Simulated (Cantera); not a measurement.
An adiabatic, constant-pressure homogeneous reactor starts with 4.13 % CO, 4.95 % H2, 7.55 % O2, 83.4 % N2, equivalence ratio 0.60, at 1450 K and 1350 Torr.

Computed with Cantera and GRI-Mech 3.0 (53 species, 325 reactions).

x: mole fraction; the columns are a selection and need not sum to one.

| t (s) | T (K) | x CO | x H2 | x O2 | x H2O2 | x NO2 | x O | x H2O |
|---|---|---|---|---|---|---|---|---|
| 1.00e-5 | 1450 | 0.0413 | 0.0495 | 0.0755 | 6.67e-9 | <1e-12 | 4.27e-6 | 1.58e-5 |
| 2.77e-5 | 1542 | ? | ? | ? | ? | 9.63e-10 | ? | ? |
| 7.65e-5 | ? | ? | ? | ? | ? | ? | ? | ? |
| 0.000211 | 1999 | 0.00747 | 0.00185 | 0.0337 | 1.37e-7 | 2.54e-8 | 0.00307 | 0.0465 |
| 0.000585 | 2075 | 0.00289 | 0.000652 | 0.0321 | 6.49e-8 | 4.94e-8 | 0.000973 | 0.0495 |
| 0.00162 | 2104 | 0.000938 | 0.000214 | 0.0315 | 3.66e-8 | 6.80e-8 | 0.000308 | 0.0508 |
| 0.00447 | 2109 | 0.000574 | 0.000138 | 0.0314 | 3.19e-8 | 7.92e-8 | 0.000199 | 0.0510 |
| 0.0124 | 2109 | 0.000567 | 0.000137 | 0.0314 | 3.18e-8 | 1.16e-7 | 0.000197 | 0.0510 |
| 0.0342 | 2109 | 0.000566 | 0.000137 | 0.0313 | 3.17e-8 | 2.18e-7 | 0.000197 | 0.0510 |
| 0.0946 | 2108 | 0.000565 | 0.000136 | 0.0311 | 3.16e-8 | 4.83e-7 | 0.000195 | 0.0510 |
| 0.262 | 2106 | 0.000561 | 0.000135 | 0.0307 | 3.12e-8 | 1.10e-6 | 0.000191 | 0.0510 |
| 0.723 | 2103 | 0.000554 | 0.000134 | 0.0300 | 3.06e-8 | 2.13e-6 | 0.000185 | 0.0511 |
| 2.00 | 2101 | 0.000549 | 0.000133 | 0.0296 | 3.01e-8 | 2.84e-6 | 0.000181 | 0.0511 |

Problem. What belongs in the gaps?

Solution. 
- 2.77e-5, x CO: 0.0360
- 2.77e-5, x H2: 0.00728
- 2.77e-5, x O2: 0.0494
- 2.77e-5, x H2O2: 1.46e-6
- 2.77e-5, x O: 0.0108
- 2.77e-5, x H2O: 0.0325
- 7.65e-5, T (K): 1834
- 7.65e-5, x CO: 0.0155
- 7.65e-5, x H2: 0.00387
- 7.65e-5, x O2: 0.0371
- 7.65e-5, x H2O2: 3.48e-7
- 7.65e-5, x NO2: 1.11e-8
- 7.65e-5, x O: 0.00789
- 7.65e-5, x H2O: 0.0407
